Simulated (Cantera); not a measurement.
Charge: 1 mol MgO, 0.32 mol N2, equilibrated at 1552 °C and 5.10 Pa.

Equilibrium computed with Cantera from the NASA thermochemical tables; the gas is ideal and each condensed phase is pure. Candidate condensed phases: Mg, MgO; 13 gas species. The numbers say what is thermodynamically allowed, not how fast it happens.

Base state: N2 0.993, Mg 0.00451, O2 0.00160, O 0.000862, NO 0.000443 (mole fractions); condensed: MgO(s).

Problem. What changes in the equilibrium state with this change: temperature from 1552 °C to 1127 °C?

Solution. 
```tsv
species	before	after
N2	0.993	1.000
Mg	0.00451	4.20e-7
NO	0.000443	3.28e-7
O2	0.00160	3.39e-8
O	0.000862	2.44e-8
MgO(s), mol	0.999	1.00
```
